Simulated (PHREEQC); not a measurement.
0.18 g of hydrous ferric oxide (600 m²/g; 0.2 weak and 0.005 strong sites per Fe, Dzombak-Morel constants, diffuse double layer) in 1 kg of water with 0.01 mol/kgw of an inert sodium salt and 0.00067 mol/kgw CaCl2, 1.8e-05 mol/kgw SrCl2 and 0.0011 mol/kgw Ag2SO4, at 25 °C; the pH is set by adding NaOH or the inert anion's acid. O2 is buffered at 0.21 atm. The system is closed to CO2. Nothing may precipitate in this run.

Base run: PHREEQC, ion-association model, wateq4f.dat. Each further column changes one thing. The table gives Ca sorbed (%).

| pH | base | no electrostatic term (-no_edl) | background salt from 0.01 to 0.001 mol/kgw | oxide from 0.18 to 0.9 g/kgw | 4.2e-05 mol/kgw MgCl2 added |
|---|---|---|---|---|---|
| 3 | 0.0 | 0.0 | 0.0 | 0.0 | 0.0 |
| 4.33 | 0.0 | 0.1 | 0.0 | 0.0 | 0.0 |
| 5 | 0.0 | 0.2 | 0.0 | 0.0 | 0.0 |
| 5.67 | 0.0 | 0.6 | 0.0 | 0.1 | 0.0 |
| 7 | 0.0 | 0.3 | 0.1 | 0.2 | 0.0 |
| 8.33 | 3.0 | 2.7 | (withheld) | (withheld) | 2.5 |
| 9 | 6.1 | 4.2 | 6.4 | 38.4 | 4.7 |
| 9.67 | 7.0 | 4.8 | (withheld) | (withheld) | (withheld) |
| 11 | 7.6 | (withheld) | 7.9 | (withheld) | 6.1 |

Problem. Some entries are withheld; supply them.

Solution. 
- 8.33, background salt from 0.01 to 0.001 mol/kgw: 3.3
- 8.33, oxide from 0.18 to 0.9 g/kgw: 16.0
- 9.67, background salt from 0.01 to 0.001 mol/kgw: 7.4
- 9.67, oxide from 0.18 to 0.9 g/kgw: 50.3
- 9.67, 4.2e-05 mol/kgw MgCl2 added: 5.5
- 11, no electrostatic term (-no_edl): 5.1
- 11, oxide from 0.18 to 0.9 g/kgw: 55.6

In at least one series the solution becomes supersaturated in solids that the run did not let form, among them Cerargyrite, Ag2O. The oxide is taken as insoluble; below pH 4 it would dissolve.
